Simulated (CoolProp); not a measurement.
C3F8 (R218) along the isobar 2740 kPa: density (kg/m³) from the reference equation and from simpler models built on Tc = 71.9 °C, pc = 2640 kPa, ω = 0.317; each cubic takes its own stable root.

Values from CoolProp's reference Helmholtz-energy equation of state, Lemmon 2006. It is a short technical equation, of lower accuracy than the large ones.

```tsv
T (°C)	phase	reference
-80.25	liquid	1779
-62.55	liquid	1717
-44.95	liquid	1654
-27.25	liquid	1588
-9.65	liquid	1517
8.05	liquid	1438
25.65	liquid	1350
43.35	liquid	1241
60.95	liquid	1085
78.65	supercritical	365.8
96.25	supercritical	259.8
113.95	supercritical	219.9
131.55	supercritical	195.6
149.25	supercritical	178.1
166.85	supercritical	164.8
```

### Question
How far does each simpler model (van der Waals, Soave-Redlich-Kwong, Peng-Robinson) lie from the reference over these 15 states: mean and median of the absolute difference, and the worst?

### Answer
- van der Waals: mean 23.2 %, median 35.4 %, worst -37.3 % at -80.25 °C and 2740 kPa
- Soave-Redlich-Kwong: mean 5.1 %, median 4.8 %, worst -14.7 % at 60.95 °C and 2740 kPa
- Peng-Robinson: mean 4.2 %, median 4.3 %, worst +7.6 % at -44.95 °C and 2740 kPa
